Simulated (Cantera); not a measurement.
Feed: 1 mol B₂O₃, 0.26 mol NH₃, 9.6 mol H₂, held at 0.0480 bar.

Cantera equilibrium calculation (NASA polynomials, part measured and part estimated; ideal gas, pure solids and liquids). Candidate condensed phases: B, BN, B₂O₃, B₃O₃H₃, H₂O; 39 gas species. Mutual solubility and eutectic melting of coexisting phases are not modelled. Equilibrium is a limit: real reactors are often held back by kinetics, nucleation or transport.

Over these rows the condensed part is BN(s) + B₂O₃(l). Partial pressures as log10 of bar:

| T (K) | 1000/T (1/K) | log p HBO₂ | log p H₂ | log p N₂ |
|---|---|---|---|---|
| 1173 | 0.8525 | -5.47 | -1.32 | -3.22 |
| 1248 | 0.8013 | -5.02 | -1.32 | -3.22 |
| 1323 | 0.7559 | -4.63 | -1.32 | -3.22 |
| 1398 | 0.7153 | -4.28 | -1.33 | -3.22 |
| 1473 | 0.6789 | -3.97 | -1.33 | -3.22 |
| 1548 | 0.6460 | ? | -1.33 | -3.21 |

Task: Fit log p(HBO₂) = a + b·(1000/T) to the five rows, give the apparent enthalpy, and predict the row at 1548 K.

Result: Means: 1000/T = 0.7608, log p = -4.674. Sxy = -0.162806, Sxx = 0.0188510, so b = -8.64 and a = -4.674 − (-8.64)×0.7608 = 1.90.
Apparent enthalpy: −19.145 × (-8.64) = 165 kJ/mol. With the condensed phases at unit activity, 2/3 B₂O₃(l) + 1/2 H₂(g) + 1/6 N₂(g) = HBO₂(g) + 1/3 BN(s) links this pressure to the main gases: over the six rows their terms move log p by -0.00 in all, so the slope is close to that reaction's ΔH°. The five rows lie within 0.01 of the line.
Prediction at 1548 K: 1.90 + (-8.64)×0.6460 = -3.68. The computed value is -3.70, 0.02 from the line.
